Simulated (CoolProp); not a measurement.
Vapour-liquid equilibrium of CH2F2 (R32) (1) + R123 (2) at 24.35 °C; x and y are mole fractions of (1).

Values from CoolProp's multi-fluid Helmholtz-energy mixture model, Tillner-Roth 1997 and Younglove 1994; pair parameters Bell 2016.

| x | bubble pressure (kPa) | y at the bubble point | dew pressure at overall composition x (kPa) | liquid density (mol/L) |
|---|---|---|---|---|
| 0.05 | 182.0 | 0.516 | 93.85 | 9.843 |
| 0.2 | 453.2 | 0.817 | 111.3 | 10.69 |
| 0.35 | 698.0 | 0.891 | 136.6 | 11.67 |
| 0.5 | 914.6 | 0.926 | 176.5 | 12.80 |
| 0.65 | 1116 | 0.950 | 248.6 | 14.14 |
| 0.8 | 1325 | 0.970 | 417.7 | 15.75 |
| 0.95 | 1568 | 0.992 | 1120 | 17.74 |

No azeotrope shows between x = 0.05 and 0.95.

Pair parameters are fitted to limited data, so mixtures are less certain than the pure fluids. The gap from Raoult's law changes sign with composition, which may be real or a fault of the pair parameters; it wasn't checked against measurements.
